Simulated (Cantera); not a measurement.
A perfectly stirred reactor is fed with 10.9 % CH₄, 89.1 % N₂, at 66000 Pa; it is held at 1950 K, and followed from long to short residence time.

Computed with Cantera and GRI-Mech 3.0 (53 species, 325 reactions). GRI-Mech 3.0 stops at C3 and has no aromatics, soot or wall deposition, so with more carbon than oxygen in the feed, carbon stays in small species such as C2H2 where larger ones or solid carbon would form.

Problem. Predict: x(CH₄) at τ = 2.60 s; x(HCN) at τ = 2.60 s; x(CH₃) at τ = 2.60 s; x(H₂) at τ = 2.60 s; x(C₂H) at τ = 2.60 s; x(CH₄) at τ = 87.0 ms; x(HCN) at τ = 87.0 ms; x(CH₃) at τ = 87.0 ms; x(H₂) at τ = 87.0 ms; x(C₂H) at τ = 87.0 ms.

Solution. 
| Quantity | Result |
|---|---|
| x(CH₄) at τ = 2.60 s | 0.000910 |
| x(HCN) at τ = 2.60 s | 0.000881 |
| x(CH₃) at τ = 2.60 s | 6.62e-5 |
| x(H₂) at τ = 2.60 s | 0.145 |
| x(C₂H) at τ = 2.60 s | 2.77e-6 |
| x(CH₄) at τ = 87.0 ms | 0.00519 |
| x(HCN) at τ = 87.0 ms | 0.000122 |
| x(CH₃) at τ = 87.0 ms | 0.000352 |
| x(H₂) at τ = 87.0 ms | 0.139 |
| x(C₂H) at τ = 87.0 ms | 2.52e-6 |
